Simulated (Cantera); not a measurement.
A freely propagating, adiabatic, planar premixed flame of H2 : O2 : N2 = 1 : 0.625 : 2.35 (molar parts), equivalence ratio 0.80, unburnt at 700 K and 760 Torr; mixture-averaged transport, grid criteria slope 0.08 and curve 0.16, no radiation.

Computed with Cantera and the H2/O2 subset of GRI-Mech 3.0, which has no nitrogen chemistry. Burning velocities carry a grid error of a few per cent, more on coarse grids.

Q: How do the results move with these cheaper or finer settings: unity-Lewis-number transport; multicomponent transport; multicomponent+Soret transport; grid criteria slope 0.5, curve 1; grid criteria slope 0.25, curve 0.5; grid criteria slope 0.03, curve 0.06?

A: 
```tsv
setting	laminar burning velocity	thermal thickness	peak x(OH)	peak x(H2O2)	grid points
as above	862 cm/s	0.485 mm	0.0192	7.95e-6	136
unity-Lewis-number transport	593 cm/s	0.353 mm	0.0194	5.47e-6	126
multicomponent transport	849 cm/s	0.481 mm	0.0192	8.00e-6	136
multicomponent+Soret transport	809 cm/s	0.476 mm	0.0191	8.29e-6	136
grid criteria slope 0.5, curve 1	1270 cm/s	0.786 mm	0.0191	5.96e-6	41
grid criteria slope 0.25, curve 0.5	946 cm/s	0.540 mm	0.0193	7.31e-6	65
grid criteria slope 0.03, curve 0.06	842 cm/s	0.472 mm	0.0192	8.05e-6	270
```
Unity Lewis numbers drop preferential diffusion, which matters most where H2 and H carry the flame; Soret adds thermal diffusion.
